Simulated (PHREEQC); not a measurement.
A made-up water analysis in mmol/kgw, 15 °C, pH 6.04, pe 9.7:

```tsv
constituent	mmol/kgw
Na	0.0203
K	0.000636
Ca	0.107
Mg	0.021
Cl	0.125
S(6)	0.0404
Alkalinity (meq/kgw)	0.0811
Zn	0.000253
Pb	4.18e-05
Si	0.00223
F	4.48e-05
N(5)	0.00201
Li	8.5e-05
```

Valence states are taken as typed.

The numbers come from PHREEQC with the ion-association model, wateq4f.dat.

```
quantity                   before     after
-----------------------  --------  --------
CO2 (mol/kgw)            0.000191  0.000190
CaSO4 (mol/kgw)           6.32e-7   1.20e-6
Pb+2 (mol/kgw)            3.63e-8   3.64e-8
CO3-2 (mol/kgw)           3.60e-9   3.64e-9
HSO4- (mol/kgw)           2.66e-9   2.58e-9
SI of Quartz (SiO2)         -1.52     -1.52
SI of Cerrusite (PbCO3)     -2.71     -2.72
```

Task: Which change was made?
(A) Ca from 0.107 to 0.214 mmol/kgw
(B) pH from 6.04 to 7.04 at the same alkalinity
(C) Li from 8.5e-05 to 0.00017 mmol/kgw
(D) pH from 6.04 to 6.34 at the same alkalinity

Result: A, Ca from 0.107 to 0.214 mmol/kgw

No solid was allowed to form. SiF6-2 is the database's only silicon fluoride.
